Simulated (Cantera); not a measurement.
An isothermal, constant-pressure homogeneous reactor starts with CH2O : O2 : N2 = 0.0026 : 0.005 : 1 (molar parts), at 1275 K and 2.90 bar.

Detailed kinetics in Cantera: GRI-Mech 3.0 (53 species, 325 reactions).

x: mole fraction; the columns are a selection and need not sum to one.

```csv
t (s),x CH2O,x O2,x CO2,x OH,x NO,x CO,x HO2
2.00e-6,0.00258,0.00496,<1e-12,1.23e-10,<1e-12,1.45e-8,1.31e-8
8.53e-6,0.00258,0.00496,<1e-12,7.03e-10,<1e-12,1.24e-7,7.07e-8
3.64e-5,0.00258,0.00496,1.83e-12,2.65e-9,<1e-12,1.00e-6,3.87e-7
0.000155,0.00257,0.00496,6.94e-10,3.01e-8,<1e-12,1.53e-5,3.28e-6
0.000663,0.000866,0.00462,1.01e-5,4.05e-6,8.16e-12,0.00170,3.90e-5
0.00283,2.21e-12,[?],[?],[?],[?],[?],[?]
0.0121,<1e-12,0.00256,0.00222,1.25e-5,2.36e-7,0.000362,9.30e-7
0.0515,<1e-12,0.00240,0.00254,[?],2.65e-7,[?],[?]
0.220,<1e-12,0.00238,0.00258,1.51e-6,2.76e-7,1.33e-6,1.06e-8
0.937,<1e-12,0.00238,0.00258,6.00e-7,2.82e-7,2.12e-8,8.56e-10
4.00,<1e-12,0.00238,0.00258,3.21e-7,2.83e-7,3.04e-9,2.22e-10
```

**Question.** Some entries are withheld; supply them.

**Answer.** 
- 0.00283, x O2: 0.00300
- 0.00283, x CO2: 0.00132
- 0.00283, x OH: 2.41e-5
- 0.00283, x NO: 1.85e-7
- 0.00283, x CO: 0.00126
- 0.00283, x HO2: 1.72e-6
- 0.0515, x OH: 4.77e-6
- 0.0515, x CO: 3.57e-5
- 0.0515, x HO2: 1.85e-7
